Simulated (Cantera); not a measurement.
## Thermodynamics of silicates and aluminates, feed SiO₂ + MgCl₂ + O₂

Input: 1 mol SiO₂, a varied amount of MgCl₂, 5.2 mol O₂, equilibrated at 1198 K and 1.10 mbar.

These are equilibrium values from Cantera (NASA tables, ideal gas, pure condensed phases), not measurements of a reactor. Candidate condensed phases: Mg, MgCl₂, MgO, MgSiO₃, Mg₂SiO₄, Si, SiO₂; 20 gas species. Mutual solubility and eutectic melting of coexisting phases are not modelled. The tables hold silica as quartz up to 1696 K and as liquid above; real silica turns to tridymite and cristobalite and melts near 1996 K. Condensed phases not in the tables: alloys, solid solutions and most ternary compounds. Rates play no part.

| n(MgCl₂) (mol) | log p O₂ | log p Cl₂ | log p Cl | log p MgCl₂ | n MgSiO₃(s) | n SiO₂(β-quartz) | n Mg₂SiO₄(s) |
|---|---|---|---|---|---|---|---|
| 0.12 | -2.97 | -4.81 | -4.74 | -7.30 | 0.120 | 0.880 | 0 |
| 0.18 | -2.98 | -4.60 | -4.63 | -7.09 | 0.180 | 0.820 | 0 |
| 0.3 | -2.99 | -4.35 | -4.51 | -6.83 | 0.299 | 0.701 | 0 |
| 0.48 | -3.01 | -4.13 | -4.40 | -6.60 | 0.479 | 0.521 | 0 |
| 0.76 | -3.03 | -3.92 | -4.29 | -6.39 | 0.758 | 0.242 | 0 |
| 1.2 | -3.07 | -3.73 | -4.20 | -5.92 | 0.807 | 0 | 0.193 |
| 2 | -3.14 | -3.52 | -4.10 | -5.68 | 0.0123 | 0 | 0.988 |
log p: log10 of the partial pressure in bar; n: condensed amount in mol.

From 0.12 mol MgCl₂ to 0.76 mol MgCl₂ the condensed part is MgSiO₃(s) + SiO₂(β-quartz). From 1.2 mol MgCl₂ to 2 mol MgCl₂ the condensed part is MgSiO₃(s) + Mg₂SiO₄(s).
